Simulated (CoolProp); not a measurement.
Vapour pressure (MPa) of isohexane: the reference equation beside estimates from Tc = 497.7 K, pc = 3.043 MPa, ω = 0.280. Clausius-Clapeyron is anchored at 336.5 K with a constant enthalpy of vaporisation of 27.64 kJ/mol.

Values from CoolProp's reference Helmholtz-energy equation of state, Lemmon 2006. It is a short technical equation, of lower accuracy than the large ones.

```
T (K)  reference  Clausius-Clapeyron  Soave-Redlich-Kwong
-----  ---------  ------------------  -------------------
240.1   0.001259            0.002118             0.001224
256.2   0.003530            0.005056             0.003440
272.3   0.008579             0.01089             0.008391
288.3    0.01847             0.02144              0.01815
304.4    0.03633             0.03946              0.03587
320.4    0.06577             0.06808              0.06525
336.5     0.1118              0.1118               0.1115
352.5     0.1794              0.1751               0.1796
368.6     0.2754              0.2644               0.2769
384.6        [?]              0.3848               0.4091
400.7     0.5777              0.5446               0.5852
416.7        [?]              0.7489               0.8111
432.8      1.079               1.008                  [?]
```

**Question.** Fill in the missing entries.

**Answer.** 
- 384.6, reference: 0.4052
- 416.7, reference: 0.7984
- 432.8, Soave-Redlich-Kwong: 1.098

Absolute difference from the reference over all 13 rows, mean and median: Clausius-Clapeyron 15.1 and 6.2 %, Soave-Redlich-Kwong 1.4 and 1.3 %.
